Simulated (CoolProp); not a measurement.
The numbers come from the reference Helmholtz-energy equation of state, Guder 2009 in CoolProp.

**Question.** Give the vapour pressure (bar), enthalpy of vaporisation (kJ/kg), vapour Z, liquid viscosity (µPa s) of saturated sulfur hexafluoride at 240.3, 272.3, 283 K.

**Answer.** 
```tsv
T (K)	p (bar)	enthalpy of vaporisation (kJ/kg)	vapour Z	liquid viscosity (µPa s)
240.3	4.45	103	0.889	319
272.3	12.2	84.6	0.772	187
283	16.3	76.4	0.718	155
```

Viscosity comes from a separate model (Quiñones-Cisneros 2012).
